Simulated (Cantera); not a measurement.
Input: 1 mol SiCl₄, 1500 mol H₂, at 2623.15 K and 600 Torr.

Cantera equilibrium calculation (NASA polynomials, part measured and part estimated; ideal gas, pure solids and liquids). Candidate condensed phases: Si; 19 gas species. Gases not in the tables: Si₂H₆ and higher silanes. Kinetics and transport are ignored.

Base state: H₂ 0.951, H 0.0459, HCl 0.00251, Si 0.000498, SiH 9.59e-5, Cl 8.49e-5, SiH₂ 5.17e-5 (mole fractions); condensed: gas only.

**Question.** What changes in the equilibrium state with this change: SiCl₄ replaced by Si(CH₃)₄?

**Answer.** 
```tsv
species	before	after
H₂	0.951	0.952
H	0.0459	0.0460
C₂H₂ (acetylene)	0	0.00125
HCl	0.00251	0
Si	0.000498	0.000485
Cl	8.49e-5	0
CH₄	0	2.45e-5
CH₃	0	2.07e-5
SiC₂	0	1.30e-5
```
Further candidate phases: C, C₆H₆, C₇H₈, C₈H₁₈, SiC.

**Question.** What changes in the equilibrium state with this change: SiCl₄ replaced by (CH₃)₂SiCl₂?

**Answer.** 
```json
[
 {"species": "H₂", "before": "0.951", "after": "0.951"},
 {"species": "H", "before": "0.0459", "after": "0.0460"},
 {"species": "HCl", "before": "0.00251", "after": "0.00125"},
 {"species": "C₂H₂ (acetylene)", "before": "0", "after": "0.000621"},
 {"species": "Si", "before": "0.000498", "after": "0.000490"},
 {"species": "CH₄", "before": "0", "after": "1.73e-5"},
 {"species": "CH₃", "before": "0", "after": "1.46e-5"},
 {"species": "Cl", "before": "8.49e-5", "after": "4.24e-5"},
 {"species": "SiH", "before": "9.59e-5", "after": "9.45e-5"}
]
```
The feed counts by its element totals alone. Further candidate phases: C, C₆H₆, C₇H₈, C₈H₁₈, SiC.
